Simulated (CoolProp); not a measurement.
The fluid at 298.15 K and 0.244 MPa is compressed adiabatically to 1.79 MPa with isentropic efficiency 0.9. The same conditions are run with several fluids, on thermodynamics alone (safety and materials aside).

The numbers come from the reference Helmholtz-energy equation of state of each fluid (R410A: Lemmon 2003; hydrogen chloride: Thol 2018; R13: Platzer 1990; hydrogen sulfide: Lemmon 2006) in CoolProp. The equations of Platzer and Polt are older, rougher fits. Blends and air are pseudo-pure fits.

```tsv
fluid	work (kJ/kg)	final temperature (K)	final density (kg/m³)
R410A	82.6	___	42.2
hydrogen chloride	200	___	14.4
R13	57.1	389.4	61.8
hydrogen sulfide	___	___	15.1
```

Task: Complete the blanks.

Result: 
- R410A, final temperature (K): 402.3
- hydrogen chloride, final temperature (K): 552.1
- hydrogen sulfide, work (kJ/kg): 202
- hydrogen sulfide, final temperature (K): 498.3
